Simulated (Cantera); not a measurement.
**Equilibrium for silicon oxide and oxynitride deposition: Si2H6 + O3**

A closed system holds: 1 mol Si2H6, a varied amount of O3, held at 1725 K and 46.0 mbar.

Method: chemical equilibrium by Gibbs-energy minimisation in Cantera with the NASA 1993 tables (ideal gas, pure condensed phases). Candidate condensed phases: H2O, Si, SiO2; 18 gas species. The feed counts by its element totals alone. Each liquid is taken as pure. Mutual solubility and eutectic melting of coexisting phases are not modelled. The tables hold silica as quartz up to 1696 K and as liquid above; real silica turns to tridymite and cristobalite and melts near 1996 K. Gases not in the tables: Si(OH)4, Si2H6 and higher silanes. Kinetics and transport are ignored.

```tsv
n(O3) (mol)	log p H2	log p H2O	log p O2	log p SiO	log p OH	log p H	log p O	log p Si	n Si(l)	n SiO2(condensed)
0.52	-1.52	-6.12	<-13	-1.80	-10.35	-4.49	<-13	-5.99	0.440	0
0.63	-1.54	-6.10	<-13	-1.76	-10.32	-4.50	<-13	-5.99	0.155	0.0450
0.77	-1.53	-6.07	<-13	-1.78	-10.30	-4.50	<-13	-6.03	0	0.310
0.93	-1.48	-5.93	<-13	-1.88	-10.18	-4.47	-13.27	-6.22	0	0.790
1.1	-1.43	-5.69	<-13	-2.06	-9.97	-4.45	-13.08	-6.59	0	1.30
1.4	-1.37	-2.51	-11.46	-5.18	-6.82	-4.41	-9.97	-12.82	0	2.00
1.7	-1.54	-1.77	-9.64	-6.09	-6.00	-4.50	-9.06	<-13	0	2.00
2	-1.81	-1.51	-8.57	-6.62	-5.60	-4.64	-8.52	<-13	0	2.00
2.5	-4.73	-1.37	-2.45	-9.68	-4.00	-6.10	-5.46	<-13	0	2.00
3	-5.08	-1.46	-1.94	-9.94	-3.91	-6.27	-5.21	<-13	0	2.00
3.7	-5.29	-1.56	-1.73	-10.04	-3.91	-6.37	-5.10	<-13	0	2.00
```
log p: log10 of the partial pressure in bar; n: condensed amount in mol.

At 0.52 mol O3 the condensed part is Si(l). At 0.63 mol O3 the condensed part is Si(l) + SiO2(condensed). From 0.77 mol O3 to 3.7 mol O3 the condensed part is SiO2(condensed).
